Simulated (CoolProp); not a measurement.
A single-stage vapour-compression cycle with the fluid: evaporating at 301.15 K (dew point), condensing at 366.15 K (bubble point), superheat 5 K, subcooling 0 K, compressor efficiency 0.7, no pressure losses. The same conditions are run with several fluids, on thermodynamics alone (safety and materials aside).

The numbers come from the reference Helmholtz-energy equation of state of each fluid (n-perfluorohexane: Gao 2022; R124: de Vries 1995; R1336mzz(E): Akasaka 2023; n-perfluorobutane: Gao 2022; R141b: Lemmon 2006; R113: Marx 1992) in CoolProp.

Question: Rank n-perfluorohexane, R124, R1336mzz(E), n-perfluorobutane, R141b, R113 by cooling COP, highest first.

Answer: R141b (2.50), R113 (2.36), R124 (1.83), R1336mzz(E) (1.77), n-perfluorohexane (1.25), n-perfluorobutane (0.580)

```tsv
fluid	pressure ratio	discharge temperature (K)	refrigerating effect (kJ/kg)	volumetric capacity (kJ/m³)
n-perfluorohexane	8.85	366.1	24.6	112
R124	4.93	376.2	67.0	1690
R1336mzz(E)	5.98	366.4	61.1	918
n-perfluorobutane	5.21	366.2	10.7	325
R141b	6.58	387.1	150	624
R113	7.33	369.0	91.6	348
```

The compression ends wet for: n-perfluorohexane; n-perfluorobutane.
